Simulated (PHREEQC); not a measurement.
Sulfide liquor (model solution)

A solution holds 3.1 mmol/kgw H2S and 4 mmol/kgw HCl, at 25 °C. Closed to the air; pH follows from the charge balance.

Computed with PHREEQC (ion-association model, phreeqc.dat).

This is a speciation only: nothing precipitates in the calculation.

Task: Estimate the pH.

Result: pH 2.42.

Species that the database lacks are ignored.
